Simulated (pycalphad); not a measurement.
All values are pycalphad results on the COST 507 light-alloy database (1999) (1 atm), not direct measurements. These are 1990s assessments: newer ones move some temperatures and phases. Amounts are mole fractions of atoms. Diffusion is slow at the low end, where real alloys seldom reach equilibrium.

### Question
Give the equilibrium state of Ti-1.02Hf-4.72B (at.%) at 750 K.

### Answer
hcp, fraction 0.906, with 1.1 Hf, 0.04 B at.%; BM, fraction 0.094, with 0.04 Hf, 50.0 B at.%.

### Question
Give the equilibrium state of Ti-1.02Hf-4.72B (at.%) at 1500 K.

### Answer
bcc, fraction 0.909, with 1.1 Hf, 0.18 B at.%; BM, fraction 0.091, with 0.09 Hf, 50.0 B at.%.

Database names, with the compositions (at.%) that they take in these runs: BM: Ti 50 B 50.
